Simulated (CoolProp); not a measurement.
Vapour-liquid equilibrium of propane (1) + m-xylene (2) at 336.6 K; x and y are mole fractions of (1).

Values from CoolProp's multi-fluid Helmholtz-energy mixture model, Lemmon 2009 and Zhou 2012; pair parameters Bell 2016.

Question: Give the bubble pressure and the first vapour's composition at x = 0.05, 0.2, 0.875. Is there an azeotrope?

Answer: x = 0.05: 149.6 kPa, y = 0.948; x = 0.2: 543.5 kPa, y = 0.985; x = 0.875: 1927 kPa, y = 0.997. No azeotrope shows between x = 0.05 and 0.95.

The pair parameters rest on a limited set of measurements; away from them the model extrapolates. The gap from Raoult's law changes sign with composition, which may be real or a fault of the pair parameters; it wasn't checked against measurements.
